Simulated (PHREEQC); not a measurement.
PHREEQC input (ion-association model, wateq4f.dat):

```
SOLUTION_MASTER_SPECIES
  An  An-  0  An  62.0  # stands for a non-complexing anion
SOLUTION_SPECIES
  An- = An-
    -log_k 0
    -gamma 3.0 0
PHASES
  Fix_H+
    H+ = H+
    -log_k 0
SOLUTION 1
  temp 25
  units mmol/kgw
  pH 7 charge
  Na 1
  An 1
END
SELECTED_OUTPUT 1
  -reset false
  -pH true
  -pe true
  -ionic_strength true
  -water true
  -totals Na
  -molalities Hfo_wOH Hfo_wOH2+ Hfo_wO- Hfo_sOH Hfo_sOH2+ Hfo_sO-
USER_PUNCH 1
  -headings sigma psi
  10 PUNCH EDL("sigma", "Hfo"), EDL("psi", "Hfo")
PRINT
  -reset false
USE solution 1
SURFACE 1
  Hfo_wOH 0.0110112 600 4.9
  Hfo_sOH 0.000275281
EQUILIBRIUM_PHASES 1
  Fix_H+ -3 HAn 10
    -force_equality true
  O2(g) -0.68 10
END
# ... the last block is repeated for the other 12 points of pH, with NaOH or the acid as the point needs
```

Selected output (columns that matter, 9 of 13 rows; pH added in front):

```
pH	mu	Na	m_Hfo_wOH	m_Hfo_wOH2+	m_Hfo_wO-	m_Hfo_sOH	m_Hfo_sOH2+	m_Hfo_sO-	sigma	psi
3	0.0067465	0.001	0.0018894	0.0091129	8.9738e-06	4.7234e-05	0.00022782	2.2435e-07	0.30627	0.21336
4.33	0.0029593	0.001	0.0067598	0.003989	0.00026242	0.00016899	9.9726e-05	6.5605e-06	0.12537	0.18865
5	0.0020015	0.001	0.007929	0.002508	0.00057427	0.00019823	6.2699e-05	1.4357e-05	0.065052	0.16504
5.67	0.0014759	0.001	0.0083265	0.0018045	0.0008802	0.00020816	4.5112e-05	2.2005e-05	0.031093	0.13512
7	0.0010939	0.001	0.0084475	0.0013734	0.0011903	0.00021119	3.4335e-05	2.9758e-05	0.0061587	0.063826
8.33	0.0010165	0.0010307	0.0084524	0.0012655	0.0012933	0.00021131	3.1637e-05	3.2333e-05	-0.00093656	-0.012735
9	0.0010792	0.0011481	0.0084498	0.0012135	0.0013479	0.00021125	3.0338e-05	3.3697e-05	-0.0045199	-0.0513
9.67	0.0012194	0.00139	0.0084359	0.0011211	0.0014541	0.0002109	2.8028e-05	3.6353e-05	-0.011203	-0.088943
11	0.0030194	0.0039751	0.0079631	0.00059139	0.0024563	0.00019908	1.4785e-05	6.1408e-05	-0.062741	-0.15267
```

The oxide is taken as insoluble; below pH 4 it would dissolve.
